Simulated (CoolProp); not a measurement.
Properties of n-perfluorohexane at several states.

Values from CoolProp's reference Helmholtz-energy equation of state, Gao 2022.

| T (°C) | p (kPa) | phase | isothermal compressibility (1/MPa) | expansivity (1/kK) |
|---|---|---|---|---|
| 42.75 | 1300 | liquid | 0.003306 | 1.825 |
| 51.95 | 1870 | liquid | 0.003652 | 1.880 |
| 29.25 | 12.5 | gas | 80.81 | 3.421 |
